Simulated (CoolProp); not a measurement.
Properties of C2F6 (R116) along the isotherm 49.35 °C.

Values from CoolProp's reference Helmholtz-energy equation of state, Lemmon 2006. It is a short technical equation, of lower accuracy than the large ones.

```json
[
 {"p (kPa)": "416", "phase": "gas", "Z": "0.9667", "Prandtl number": "0.752"},
 {"p (kPa)": "831", "phase": "gas", "Z": "0.9319", "Prandtl number": "0.769"},
 {"p (kPa)": "1250", "phase": "gas", "Z": "0.8951", "Prandtl number": "0.791"},
 {"p (kPa)": "1660", "phase": "gas", "Z": "0.8572", "Prandtl number": "0.818"},
 {"p (kPa)": "2080", "phase": "gas", "Z": "0.8161", "Prandtl number": "0.855"},
 {"p (kPa)": "2490", "phase": "gas", "Z": "0.7736", "Prandtl number": "0.903"},
 {"p (kPa)": "2910", "phase": "gas", "Z": "0.7273", "Prandtl number": "0.969"},
 {"p (kPa)": "3320", "phase": "supercritical", "Z": "0.6791", "Prandtl number": "1.06"},
 {"p (kPa)": "3740", "phase": "supercritical", "Z": "0.6268", "Prandtl number": "1.20"},
 {"p (kPa)": "4160", "phase": "supercritical", "Z": "0.5720", "Prandtl number": "1.42"},
 {"p (kPa)": "4570", "phase": "supercritical", "Z": "0.5189", "Prandtl number": "1.73"}
]
```

Viscosity comes from a separate model (Huber 2003), an estimate that may be off by 10 % or more. Thermal conductivity comes from a separate model (Huber 2003), an estimate that may be off by 10 % or more.
